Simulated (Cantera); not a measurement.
Cantera run, input and output.

```python
import numpy as np
import cantera as ct

gas = ct.Solution("gri30.yaml")
gas.TPX = 2073, 74000, {'CH4': 1, 'CO2': 1.7}
reactor = ct.IdealGasConstPressureReactor(gas, energy="off", clone=False)
net = ct.ReactorNet([reactor])
net.rtol, net.atol = 1e-08, 1e-18
show = ['CH4', 'CO2', 'C2H2', 'CH2', 'H2', 'CO', 'C2H6']
times = np.geomspace(8e-05, 2, 13)

steps = ct.SolutionArray(gas, extra=["t"])
rows = []
print(f"{'t/s':>10s}{'T/K':>9s}{'P/Pa':>11s}" + "".join(f"{s:>11s}" for s in show))
for t in times:
    while net.time < t:
        t_next = net.step()
        steps.append(gas.state, t=t_next)
    rows.append([np.interp(t, steps.t, y) for y in (steps.T, steps.P, *steps(*show).X.T)])
    print(f"{t:10.3e}{rows[-1][0]:9.1f}{rows[-1][1]:11.4g}" + "".join(f"{x:11.3e}" for x in rows[-1][2:]))
rate = np.gradient(steps.T, steps.t)
print("integrator steps:", len(steps.t))
if steps.T.max() > steps.T[0] + 200:
    print(f"time of steepest temperature rise: {steps.t[rate.argmax()]:.4e} s")
gas.TPX = 2073, 74000, {'CH4': 1, 'CO2': 1.7}
gas.equilibrate("TP")
print(f"equilibrium (TP): T = {gas.T:.1f} K  " + "  ".join(f"{s} {gas[s].X[0]:.3e}" for s in show))
```

It prints:

```
       t/s      T/K       P/Pa        CH4        CO2       C2H2        CH2         H2         CO       C2H6
 8.000e-05   2073.0    7.4e+04  1.639e-01  5.125e-01  5.162e-02  2.781e-05  1.822e-01  3.601e-02  5.431e-04
 1.860e-04   2073.0    7.4e+04  8.197e-02  4.090e-01  9.129e-02  2.083e-05  2.352e-01  9.756e-02  1.496e-04
 4.326e-04   2073.0    7.4e+04  3.118e-02  2.804e-01  1.072e-01  1.801e-05  2.082e-01  2.062e-01  3.254e-05
 1.006e-03   2073.0    7.4e+04  9.778e-03  1.587e-01  9.991e-02  1.779e-05  1.619e-01  3.311e-01  6.569e-06
 2.339e-03   2073.0    7.4e+04  6.936e-03  1.035e-01  6.964e-02  1.235e-05  1.891e-01  4.119e-01  3.156e-06
 5.440e-03   2073.0    7.4e+04  5.376e-03  7.103e-02  3.734e-02  6.652e-06  2.405e-01  4.718e-01  1.429e-06
 1.265e-02   2073.0    7.4e+04  3.094e-03  4.984e-02  1.300e-02  2.872e-06  2.853e-01  5.135e-01  3.876e-07
 2.941e-02   2073.0    7.4e+04  8.115e-04  4.021e-02  1.527e-03  6.276e-07  3.099e-01  5.326e-01  2.422e-08
 6.840e-02   2073.0    7.4e+04  5.912e-06  3.872e-02  4.769e-06  4.592e-09  3.142e-01  5.352e-01  1.460e-12
 1.591e-01   2073.0    7.4e+04  2.261e-09  3.871e-02  5.662e-12  1.805e-12  3.142e-01  5.352e-01  3.455e-19
 3.699e-01   2073.0    7.4e+04  2.258e-09  3.871e-02  3.372e-12  1.802e-12  3.142e-01  5.352e-01  2.847e-19
 8.601e-01   2073.0    7.4e+04  2.258e-09  3.871e-02  3.372e-12  1.802e-12  3.142e-01  5.352e-01  2.847e-19
 2.000e+00   2073.0    7.4e+04  2.258e-09  3.871e-02  3.372e-12  1.802e-12  3.142e-01  5.352e-01  2.847e-19
integrator steps: 1915
equilibrium (TP): T = 2073.0 K  CH4 2.537e-09  CO2 3.871e-02  C2H2 3.776e-12  CH2 2.014e-12  H2 3.142e-01  CO 5.352e-01  C2H6 3.467e-19
```

Cantera simulation using GRI-Mech 3.0 (53 species, 325 reactions); the numbers are that mechanism's predictions, not measurements.
